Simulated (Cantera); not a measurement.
A closed system holds: 1 mol TiO₂, 2.6 mol SiCl₄, 1.5 mol O₂, equilibrated at 1027 °C and 0.0133 bar.

Cantera equilibrium calculation (NASA polynomials, part measured and part estimated; ideal gas, pure solids and liquids). Candidate condensed phases: Si, SiO₂, Ti, TiCl₂, TiCl₃, TiCl₄, TiO, TiO₂, Ti₂O₃, Ti₃O₅, Ti₄O₇; 24 gas species. The tables hold silica as quartz up to 1696 K and as liquid above; real silica turns to tridymite and cristobalite and melts near 1996 K. Equilibrium is a limit: real reactors are often held back by kinetics, nucleation or transport.

Base state: Cl₂ 0.656, TiCl₄ 0.233, Cl 0.0870, SiCl₄ 0.0233, TiCl₃ 1.28e-5 (mole fractions); condensed: SiO₂(β-quartz).

**Question.** What changes in the equilibrium state with this change: 0.87 mol H₂O added?

**Answer.** 
| species | before | after |
|---|---|---|
| Cl₂ | 0.656 | 0.496 |
| HCl | 0 | 0.310 |
| TiCl₄ | 0.233 | 0.118 |
| SiCl₄ | 0.0233 | 5.68e-5 |
| Cl | 0.0870 | 0.0757 |
| H₂O | 0 | 1.79e-5 |
| O₂ | 6.46e-7 | 0.000152 |
| TiCl₃ | 1.28e-5 | 7.48e-6 |
| SiO₂(β-quartz), mol | 2.50 | 2.60 |
| TiO₂(rutile), mol | 0 | 0.334 |
Mutual solubility and eutectic melting of coexisting phases are not modelled. Condensed phases not in the tables: alloys, solid solutions and most ternary compounds. Further candidate phases: H₂O.
